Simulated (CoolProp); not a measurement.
Model: reference Helmholtz-energy equation of state, Lemmon 2005, in CoolProp.

### Question
For R125, give the phase and the conductivity (mW/(m K)), Prandtl number at 498.6 K and 0.0946 MPa; 372.3 K and 2.99 MPa; 453.9 K and 8.13 MPa.

### Answer
- 498.6 K and 0.0946 MPa: gas; conductivity 30.8, Prandtl number 0.703
- 372.3 K and 2.99 MPa: gas; conductivity 22.3, Prandtl number 0.910
- 453.9 K and 8.13 MPa: supercritical; conductivity 33.7, Prandtl number 1.04

Viscosity comes from a separate model (Huber 2006). Thermal conductivity comes from a separate model (Perkins 2006).
